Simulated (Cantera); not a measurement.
**Premixed flame**

A freely propagating, adiabatic, planar premixed flame of 25.2 % H2, 15.7 % O2, 59.1 % N2, unburnt at 450 K and 730000 Pa; mixture-averaged transport, grid criteria slope 0.08 and curve 0.16, no radiation.

Model: the H2/O2 subset of GRI-Mech 3.0, which has no nitrogen chemistry, integrated in Cantera. The hydrogen kinetics of GRI-Mech 3.0 are dated; newer H2 mechanisms differ, most at raised pressure. Burning velocities carry a grid error of a few per cent, more on coarse grids.

```json
[
 {"z (mm)": "-0.113", "T (K)": "450", "u (m/s)": "2.09", "x H2": "0.251", "x O2": "0.157", "x H2O2": "<1e-8", "x OH": "<1e-8", "x O": "<1e-8", "x HO2": "1.73e-8"},
 {"z (mm)": "-0.0753", "T (K)": "451", "u (m/s)": "2.09", "x H2": "0.249", "x O2": "0.158", "x H2O2": "5.40e-8", "x OH": "<1e-8", "x O": "<1e-8", "x HO2": "2.10e-7"},
 {"z (mm)": "-0.0565", "T (K)": "452", "u (m/s)": "2.08", "x H2": "0.245", "x O2": "0.159", "x H2O2": "2.96e-7", "x OH": "<1e-8", "x O": "1.19e-8", "x HO2": "1.14e-6"},
 {"z (mm)": "-0.0377", "T (K)": "463", "u (m/s)": "2.10", "x H2": "0.232", "x O2": "0.161", "x H2O2": "4.12e-6", "x OH": "<1e-8", "x O": "1.25e-7", "x HO2": "1.59e-5"},
 {"z (mm)": "-0.0188", "T (K)": "617", "u (m/s)": "2.67", "x H2": "0.182", "x O2": "0.164", "x H2O2": "0.000106", "x OH": "2.38e-5", "x O": "9.13e-6", "x HO2": "0.000611"},
 {"z (mm)": "-0.00942", "T (K)": "970", "u (m/s)": "4.06", "x H2": "0.132", "x O2": "0.148", "x H2O2": "0.000186", "x OH": "0.000664", "x O": "0.000251", "x HO2": "0.00105"},
 {"z (mm)": "0", "T (K)": "1397", "u (m/s)": "5.77", "x H2": "0.0785", "x O2": "0.112", "x H2O2": "4.37e-5", "x OH": "0.00260", "x O": "0.00185", "x HO2": "0.000549"},
 {"z (mm)": "0.00942", "T (K)": "1692", "u (m/s)": "6.96", "x H2": "0.0406", "x O2": "0.0775", "x H2O2": "6.08e-6", "x OH": "0.00639", "x O": "0.00392", "x HO2": "0.000276"},
 {"z (mm)": "0.0188", "T (K)": "1863", "u (m/s)": "7.65", "x H2": "0.0226", "x O2": "0.0585", "x H2O2": "3.80e-6", "x OH": "0.00972", "x O": "0.00472", "x HO2": "0.000152"},
 {"z (mm)": "0.0377", "T (K)": "2030", "u (m/s)": "8.30", "x H2": "0.0118", "x O2": "0.0468", "x H2O2": "2.39e-6", "x OH": "0.0116", "x O": "0.00392", "x HO2": "7.10e-5"},
 {"z (mm)": "0.0753", "T (K)": "2152", "u (m/s)": "8.76", "x H2": "0.00631", "x O2": "0.0427", "x H2O2": "1.49e-6", "x OH": "0.00987", "x O": "0.00209", "x HO2": "3.06e-5"},
 {"z (mm)": "0.151", "T (K)": "2219", "u (m/s)": "9.00", "x H2": "0.00283", "x O2": "0.0414", "x H2O2": "9.43e-7", "x OH": "0.00703", "x O": "0.000905", "x HO2": "1.31e-5"},
 {"z (mm)": "0.301", "T (K)": "2247", "u (m/s)": "9.10", "x H2": "0.00126", "x O2": "0.0412", "x H2O2": "6.72e-7", "x OH": "0.00498", "x O": "0.000420", "x HO2": "7.12e-6"}
]
```
x: mole fraction of selected species; z is measured from the peak of heat release.

```yaml
laminar_burning_velocity: 209 cm/s
thermal_thickness: 0.0377 mm
peak x(H2O2): 0.000189
peak x(OH): 0.0116
peak x(O): 0.00473
peak x(HO2): 0.00113
```
